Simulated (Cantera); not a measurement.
Cantera run:

```python
import numpy as np
import cantera as ct

gas_names = [...]  # 148 gases of nasa_gas.yaml made of Al, C, H, N, O
cond_names = """
    AL(cr) AL(L) ALN(s) AL2O3(a) AL2O3(L) C(gr) C6H6(L) C7H8(L) C8H18(L),n-octa H2O(s) H2O(L)
""".split()


# ... load() reads the species with a 1 bar reference pressure and builds the phases ...
atoms = {
    'Al(CH3)3': {'AL': 1, 'C': 3, 'H': 9},
    'NH3': {'N': 1, 'H': 3},
    'N2': {'N': 2},
    'O2': {'O': 2},
}
top_T = {'ALN(s)': 2750, 'C(gr)': 4500}  # K; cautious upper limits of use, not melting points


# ... equilibrate(T, P, feed) seeds the gas with the atoms and calls Mixture.equilibrate('TP', solver="vcs", rtol=1e-11, max_steps=5000) ...
results = []
feed = {'Al(CH3)3': 1, 'NH3': 320, 'N2': 1.4, 'O2': 0.74}  # mol
P = 10000  # Pa
for T in [848, 873, 898, 923, 948, 973, 998, 1023, 1048, 1073, 1098, 1123, 1148, 1173]:
    mix = equilibrate(T, P, feed)
    results.append((T, P, feed, dict(zip(mix.species_names, mix.species_moles))))
    x = sorted(zip(gas.X, gas.species_names), reverse=True)
    print(f"T = {T:g} K  P = {P:g} Pa  gas = {mix.phase_moles(0):.4g} mol")
    print("   x: " + "  ".join(f"{s} {v:.3e}" for v, s in x if v > 1e-05))
    print("   condensed (mol): " + ("  ".join(f"{mix.phase(i).name} {mix.phase_moles(i):.4g}"
          for i in range(1, mix.n_phases) if mix.phase_moles(i) > 1e-12) or "none"))
```

Output:

```
T = 848 K  P = 10000 Pa  gas = 642.9 mol
   x: H2 7.442e-01  N2 2.510e-01  CH4 4.667e-03  NH3 6.080e-05
   condensed (mol): ALN(s) 0.01334  AL2O3(a) 0.4933
T = 873 K  P = 10000 Pa  gas = 642.9 mol
   x: H2 7.443e-01  N2 2.510e-01  CH4 4.667e-03  NH3 4.879e-05
   condensed (mol): ALN(s) 0.01335  AL2O3(a) 0.4933
T = 898 K  P = 10000 Pa  gas = 642.9 mol
   x: H2 7.443e-01  N2 2.510e-01  CH4 4.666e-03  NH3 3.960e-05
   condensed (mol): ALN(s) 0.01337  AL2O3(a) 0.4933
T = 923 K  P = 10000 Pa  gas = 642.9 mol
   x: H2 7.443e-01  N2 2.510e-01  CH4 4.666e-03  NH3 3.249e-05
   condensed (mol): ALN(s) 0.01341  AL2O3(a) 0.4933
T = 948 K  P = 10000 Pa  gas = 642.9 mol
   x: H2 7.443e-01  N2 2.510e-01  CH4 4.666e-03  NH3 2.692e-05
   condensed (mol): ALN(s) 0.01354  AL2O3(a) 0.4932
T = 973 K  P = 10000 Pa  gas = 642.9 mol
   x: H2 7.443e-01  N2 2.510e-01  CH4 4.664e-03  NH3 2.251e-05
   condensed (mol): ALN(s) 0.01389  AL2O3(a) 0.4931
T = 998 K  P = 10000 Pa  gas = 642.9 mol
   x: H2 7.443e-01  N2 2.510e-01  CH4 4.661e-03  NH3 1.898e-05
   condensed (mol): ALN(s) 0.01478  AL2O3(a) 0.4926
T = 1023 K  P = 10000 Pa  gas = 643.2 mol
   x: H2 7.449e-01  N2 2.509e-01  CH4 4.163e-03  NH3 1.615e-05
   condensed (mol): ALN(s) 0.01662  AL2O3(a) 0.4917  C(gr) 0.3156
T = 1048 K  P = 10000 Pa  gas = 643.8 mol
   x: H2 7.460e-01  N2 2.507e-01  CH4 3.250e-03  CO 1.441e-05  NH3 1.385e-05
   condensed (mol): ALN(s) 0.01961  AL2O3(a) 0.4902  C(gr) 0.8956
T = 1073 K  P = 10000 Pa  gas = 644.2 mol
   x: H2 7.469e-01  N2 2.505e-01  CH4 2.563e-03  CO 2.683e-05  NH3 1.196e-05
   condensed (mol): ALN(s) 0.02497  AL2O3(a) 0.4875  C(gr) 1.327
T = 1098 K  P = 10000 Pa  gas = 644.6 mol
   x: H2 7.475e-01  N2 2.504e-01  CH4 2.042e-03  CO 4.851e-05  NH3 1.039e-05
   condensed (mol): ALN(s) 0.03432  AL2O3(a) 0.4828  C(gr) 1.646
T = 1123 K  P = 10000 Pa  gas = 644.9 mol
   x: H2 7.480e-01  N2 2.502e-01  CH4 1.642e-03  CO 8.538e-05  HCN 1.295e-05
   condensed (mol): ALN(s) 0.05022  AL2O3(a) 0.4749  C(gr) 1.877
T = 1148 K  P = 10000 Pa  gas = 645.1 mol
   x: H2 7.484e-01  N2 2.501e-01  CH4 1.332e-03  CO 1.465e-04  HCN 1.765e-05
   condensed (mol): ALN(s) 0.07658  AL2O3(a) 0.4617  C(gr) 2.034
T = 1173 K  P = 10000 Pa  gas = 645.3 mol
   x: H2 7.486e-01  N2 2.500e-01  CH4 1.090e-03  CO 2.457e-04  HCN 2.374e-05
   condensed (mol): ALN(s) 0.1193  AL2O3(a) 0.4403  C(gr) 2.122
```

Equilibrium computed with Cantera from the NASA thermochemical tables; the gas is ideal and each condensed phase is pure. The feed counts by its element totals alone. Mutual solubility and eutectic melting of coexisting phases are not modelled.
